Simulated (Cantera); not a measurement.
An adiabatic, constant-pressure homogeneous reactor starts with 16.0 % CO, 12.7 % H2, 15.0 % O2, 56.3 % N2, at 1750 K and 1.00 bar.

Computed with Cantera and GRI-Mech 3.0 (53 species, 325 reactions).

Q: Predict: time of steepest temperature rise; temperature at 3.00 s; equilibrium temperature; x(CO) at 3.00 s; x(H2) at 3.00 s; x(O2) at 3.00 s; x(NO) at 3.00 s; x(HO2) at 3.00 s.

A: 
```
Item                                                                Result
---------------------------------  ---------------------------------------
time of steepest temperature rise                                  8.86 µs
temperature at 3.00 s                                               2842 K
equilibrium temperature                                             2842 K
x(CO) at 3.00 s                      0.0838 (gas-phase equilibrium 0.0838)
x(H2) at 3.00 s                      0.0139 (gas-phase equilibrium 0.0139)
x(O2) at 3.00 s                      0.0383 (gas-phase equilibrium 0.0383)
x(NO) at 3.00 s                      0.0146 (gas-phase equilibrium 0.0146)
x(HO2) at 3.00 s                   8.97e-6 (gas-phase equilibrium 8.97e-6)
```
